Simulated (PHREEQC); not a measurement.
Dissolve 0.11 mol NH3 per kg of water at 25 °C. Closed to the air; pH follows from the charge balance.

Equilibrium calculation in PHREEQC: ion-association model, phreeqc.dat.

This is a speciation only: nothing precipitates in the calculation.

Problem. Predict the pH.

Solution. pH 11.14.

Problem. In which forms is N present?

Solution. NH3 99 %, NH4+ 1.3 % of the N.

Complexes and solids missing from the database can't appear.
